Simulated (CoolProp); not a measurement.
R227EA along the isotherm 132.65 °C: density (kg/m³) from the reference equation and from simpler models built on Tc = 101.8 °C, pc = 29.25 bar, ω = 0.358; each cubic takes its own stable root.

The numbers come from the reference Helmholtz-energy equation of state, Lemmon 2016 in CoolProp.

```tsv
p (bar)	phase	reference
4.88	gas	25.73
9.75	gas	54.02
14.6	gas	85.46
19.5	gas	121.6
24.4	gas	163.7
29.3	supercritical	214.5
34.1	supercritical	277.0
39	supercritical	361.5
43.9	supercritical	473.2
```

**Question.** How far does each simpler model (Redlich-Kwong, Peng-Robinson) lie from the reference over these 9 states: mean and median of the absolute difference, and the worst?

**Answer.** 
- Redlich-Kwong: mean 3.4 %, median 2.2 %, worst +8.4 % at 132.65 °C and 39 bar
- Peng-Robinson: mean 1.9 %, median 2.1 %, worst +2.8 % at 132.65 °C and 29.3 bar
